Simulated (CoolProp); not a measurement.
Saturation properties of R115 (Tc = 353.1 K, pc = 3.129 MPa, ω = 0.248).

Computed with CoolProp (reference Helmholtz-energy equation of state, Lemmon 2016).

```tsv
T (K)	p (MPa)	vapour density (kg/m³)	liquid cp (kJ/(kg K))
239.5	0.1291	10.55	0.9444
248.8	0.1882	15.06	0.9628
258.2	…	21.02	0.9835
267.6	0.3687	28.69	…
276.9	0.4953	38.33	1.033
286.3	0.6538	50.63	1.063
295.6	0.8447	65.95	1.099
305	1.077	85.54	1.145
314.3	…	110.4	1.205
323.7	1.676	143.4	1.295
```

Task: Fill in the missing entries.

Result: 
- 258.2, p (MPa): 0.2671
- 267.6, liquid cp (kJ/(kg K)): 1.007
- 314.3, p (MPa): 1.350

It boils at 233.9 K under 1 atm.
